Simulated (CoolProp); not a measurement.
Computed with CoolProp (reference Helmholtz-energy equation of state, Span 1996).

For carbon dioxide, give the phase and the density (kg/m³), cp (kJ/(kg K)), isothermal compressibility (1/MPa), viscosity (µPa s) at 690.7 K and 36.9 MPa.


- 690.7 K and 36.9 MPa: supercritical; density 269, cp 1.29, isothermal compressibility 0.0241, viscosity 37.6

Viscosity comes from a separate model (Laesecke 2017).
